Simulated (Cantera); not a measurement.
A closed system holds: 1 mol borazine, 4.2 mol H2O, 20 mol H2, equilibrated at 0.140 bar.

These are equilibrium values from Cantera (NASA tables, ideal gas, pure condensed phases), not measurements of a reactor. Candidate condensed phases: B, BN, B2O3, B3O3H3, H2O; 39 gas species. The feed counts by its element totals alone. Mutual solubility and eutectic melting of coexisting phases are not modelled. Gases not in the tables: H3BO3. Kinetics and transport are ignored.

### Question
Which condensed phases are stable at each of these points (T (K)): 1523, 1598, 1673, 1748, 1823, 1898, 1973, 2048, 2123, 2198, 2273?

### Answer
| T (K) | condensed phases | B condensed (%) |
|---|---|---|
| 1523 | BN(s) + B2O3(l) | 95.5 |
| 1598 | BN(s) + B2O3(l) | 89.3 |
| 1673 | BN(s) + B2O3(l) | 74.2 |
| 1748 | BN(s) + B2O3(l) | 36.0 |
| 1823 | gas only | 0.0 |
| 1898 | gas only | 0.0 |
| 1973 | gas only | 0.0 |
| 2048 | gas only | 0.0 |
| 2123 | gas only | 0.0 |
| 2198 | gas only | 0.0 |
| 2273 | gas only | 0.0 |

From 1523 K to 1748 K the condensed part is BN(s) + B2O3(l). From 1823 K to 2273 K nothing is condensed.
